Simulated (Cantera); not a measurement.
An isothermal, constant-pressure homogeneous reactor starts with CH4 : CO2 = 1 : 1.4 (molar parts), at 1423 K and 0.385 atm. Integrator tolerance rtol = 1e-08.

Cantera simulation using GRI-Mech 3.0 (53 species, 325 reactions); the numbers are that mechanism's predictions, not measurements.

Task: What does this change do: CH4 1 to 0.14 parts?

Result: 
```
quantity                                            before                                      after
----------------  ----------------------------------------  -----------------------------------------
x(CH4) at 9.00 s     0.111 (gas-phase equilibrium 9.64e-7)    0.0220 (gas-phase equilibrium 8.12e-11)
x(CO2) at 9.00 s      0.250 (gas-phase equilibrium 0.0330)        0.748 (gas-phase equilibrium 0.566)
x(HO2) at 9.00 s     <1e-12 (gas-phase equilibrium <1e-12)      <1e-12 (gas-phase equilibrium <1e-12)
x(H) at 9.00 s     2.40e-6 (gas-phase equilibrium 6.74e-6)    4.91e-7 (gas-phase equilibrium 1.78e-6)
x(H2) at 9.00 s        0.128 (gas-phase equilibrium 0.397)     0.00830 (gas-phase equilibrium 0.0276)
x(C2H) at 9.00 s    2.14e-9 (gas-phase equilibrium <1e-12)     1.97e-9 (gas-phase equilibrium <1e-12)
x(HCO) at 9.00 s  5.43e-10 (gas-phase equilibrium 3.00e-9)  3.17e-10 (gas-phase equilibrium 4.33e-10)
```

Task: What does this change do: CH4 1 to 1.3 parts?

Result: 
```json
[
 {"quantity": "x(CH4) at 9.00 s", "before": "0.111 (gas-phase equilibrium 9.64e-7)", "after": "0.128 (gas-phase equilibrium 7.43e-6)"},
 {"quantity": "x(CO2) at 9.00 s", "before": "0.250 (gas-phase equilibrium 0.0330)", "after": "0.194 (gas-phase equilibrium 0.00599)"},
 {"quantity": "x(HO2) at 9.00 s", "before": "<1e-12 (gas-phase equilibrium <1e-12)", "after": "<1e-12 (gas-phase equilibrium <1e-12)"},
 {"quantity": "x(H) at 9.00 s", "before": "2.40e-6 (gas-phase equilibrium 6.74e-6)", "after": "2.77e-6 (gas-phase equilibrium 7.40e-6)"},
 {"quantity": "x(H2) at 9.00 s", "before": "0.128 (gas-phase equilibrium 0.397)", "after": "0.166 (gas-phase equilibrium 0.478)"},
 {"quantity": "x(C2H) at 9.00 s", "before": "2.14e-9 (gas-phase equilibrium <1e-12)", "after": "2.10e-9 (gas-phase equilibrium <1e-12)"},
 {"quantity": "x(HCO) at 9.00 s", "before": "5.43e-10 (gas-phase equilibrium 3.00e-9)", "after": "5.70e-10 (gas-phase equilibrium 3.24e-9)"}
]
```

Task: What does this change do: pressure from 0.385 atm to 8.78 atm?

Result: 
| quantity | before | after |
|---|---|---|
| x(CH4) at 9.00 s | 0.111 (gas-phase equilibrium 9.64e-7) | 0.135 (gas-phase equilibrium 0.000496) |
| x(CO2) at 9.00 s | 0.250 (gas-phase equilibrium 0.0330) | 0.203 (gas-phase equilibrium 0.0333) |
| x(HO2) at 9.00 s | <1e-12 (gas-phase equilibrium <1e-12) | <1e-12 (gas-phase equilibrium <1e-12) |
| x(H) at 9.00 s | 2.40e-6 (gas-phase equilibrium 6.74e-6) | 7.72e-7 (gas-phase equilibrium 1.41e-6) |
| x(H2) at 9.00 s | 0.128 (gas-phase equilibrium 0.397) | 0.119 (gas-phase equilibrium 0.396) |
| x(C2H) at 9.00 s | 2.14e-9 (gas-phase equilibrium <1e-12) | 2.42e-10 (gas-phase equilibrium <1e-12) |
| x(HCO) at 9.00 s | 5.43e-10 (gas-phase equilibrium 3.00e-9) | 4.87e-9 (gas-phase equilibrium 1.43e-8) |
